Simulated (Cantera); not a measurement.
A Cantera script and its output.

```python
import numpy as np
import cantera as ct

gas = ct.Solution("gri30.yaml")
gas.TPX = 1075, 36000, {'H2': 1.2, 'O2': 1, 'N2': 6.8}
inlet = ct.Reservoir(gas, clone=True)

reactor = ct.IdealGasConstPressureReactor(gas, energy="off", clone=False)
exhaust = ct.Reservoir(gas, clone=True)
tau = [26, 4.8, 0.88, 0.16, 0.03, 0.0055, 0.001, 0.00018][0]
for a, b in ((inlet, reactor), (reactor, exhaust)):
    ct.MassFlowController(a, b, mdot=lambda t: reactor.mass / tau)
net = ct.ReactorNet([reactor])
show = ['H2', 'O2', 'O', 'NO', 'OH', 'HO2', 'N2O']

rows = []
print(f"{'tau/s':>10s}{'T/K':>9s}" + "".join(f"{s:>11s}" for s in show))
for tau in [26, 4.8, 0.88, 0.16, 0.03, 0.0055, 0.001, 0.00018]:
    net.initial_time = 0.0
    net.advance(30 * tau)
    before = gas.X
    net.advance(40 * tau)
    drift = np.max(np.abs(gas.X - before) / (gas.X + 1e-9))
    rows.append([gas.T, *gas[show].X, drift])
    print(f"{tau:10.3e}{gas.T:9.1f}" + "".join(f"{x:11.3e}" for x in gas[show].X))
```

Output:

```
     tau/s      T/K         H2         O2          O         NO         OH        HO2        N2O
 2.600e+01   1075.0  4.172e-05  4.763e-02  1.852e-06  9.507e-08  2.362e-05  1.273e-06  3.826e-07
 4.800e+00   1075.0  1.324e-04  4.767e-02  6.464e-06  6.013e-08  4.014e-05  3.409e-06  3.123e-07
 8.800e-01   1075.0  4.005e-04  4.778e-02  2.251e-05  4.921e-08  7.170e-05  7.425e-06  2.289e-07
 1.600e-01   1075.0  1.129e-03  4.808e-02  7.429e-05  8.003e-08  1.372e-04  1.263e-05  1.517e-07
 3.000e-02   1075.0  2.937e-03  4.887e-02  2.204e-04  1.965e-07  2.710e-04  1.740e-05  9.127e-08
 5.500e-03   1075.0  7.432e-03  5.094e-02  6.074e-04  4.833e-07  5.451e-04  2.108e-05  4.978e-08
 1.000e-03   1075.0  1.834e-02  5.642e-02  1.526e-03  9.479e-07  1.041e-03  2.382e-05  2.540e-08
 1.800e-04   1075.0  4.379e-02  6.986e-02  3.087e-03  9.971e-07  1.643e-03  2.575e-05  1.123e-08
```

Model: GRI-Mech 3.0 (53 species, 325 reactions), integrated in Cantera. The temperature is held fixed by assumption; the heat of reaction is taken as removed at once.
